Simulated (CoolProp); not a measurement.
CH3F (R41) along the isobar 86.6 bar: density (kg/m³) from the reference equation and from simpler models built on Tc = 317.3 K, pc = 59.06 bar, ω = 0.200; each cubic takes its own stable root.

The numbers come from the reference Helmholtz-energy equation of state, Lemmon 2006 in CoolProp. It is a short technical equation, of lower accuracy than the large ones.

```
T (K)          phase  reference  van der Waals  Redlich-Kwong  Soave-Redlich-Kwong  Peng-Robinson
-----  -------------  ---------  -------------  -------------  -------------------  -------------
302.9         liquid      607.5          353.7          451.0                459.1          514.3
318.2  supercritical      528.4          323.3          388.9                  [?]          430.0
333.4  supercritical      375.6          283.1          301.9                282.5          304.4
348.7  supercritical      215.0          225.2          206.3                188.3            [?]
364    supercritical      165.5          174.0          162.0                  [?]          158.8
379.2  supercritical        [?]            [?]          139.1                130.5          136.8
394.5  supercritical      125.2          129.7          124.1                117.0          122.1
409.7  supercritical      113.9          117.8          113.2                107.0            [?]
425    supercritical        [?]          108.6          104.7                99.21          103.0
```

Complete the blanks.


- 318.2, Soave-Redlich-Kwong: 388.1
- 348.7, Peng-Robinson: 199.6
- 364, Soave-Redlich-Kwong: 150.7
- 379.2, reference: 141.0
- 379.2, van der Waals: 146.7
- 409.7, Peng-Robinson: 111.4
- 425, reference: 105.1
